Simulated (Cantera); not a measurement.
A perfectly stirred reactor is fed with CO : O2 : H2O : N2 = 0.0028 : 0.014 : 0.0045 : 1 (molar parts), equivalence ratio 0.10, at 3750 Torr; it is held at 1025 K, and followed from long to short residence time.

Computed with Cantera and GRI-Mech 3.0 (53 species, 325 reactions).

### Question
What does this change do: pressure from 3750 Torr to 345 Torr?

### Answer
```json
[
 {"quantity": "x(CO) at τ = 1.10 s", "before": "0.00186", "after": "0.000450"},
 {"quantity": "x(O2) at τ = 1.10 s", "before": "0.0133", "after": "0.0126"},
 {"quantity": "x(H2O) at τ = 1.10 s", "before": "0.00441", "after": "0.00441"},
 {"quantity": "x(O) at τ = 1.10 s", "before": "3.72e-8", "after": "5.51e-6"},
 {"quantity": "x(NO) at τ = 1.10 s", "before": "2.70e-11", "after": "4.38e-9"},
 {"quantity": "x(CO) at τ = 17.0 ms", "before": "0.00274", "after": "0.00245"},
 {"quantity": "x(O2) at τ = 17.0 ms", "before": "0.0137", "after": "0.0136"},
 {"quantity": "x(H2O) at τ = 17.0 ms", "before": "0.00441", "after": "0.00439"},
 {"quantity": "x(O) at τ = 17.0 ms", "before": "1.35e-8", "after": "2.31e-5"},
 {"quantity": "x(NO) at τ = 17.0 ms", "before": "<1e-12", "after": "3.23e-10"}
]
```
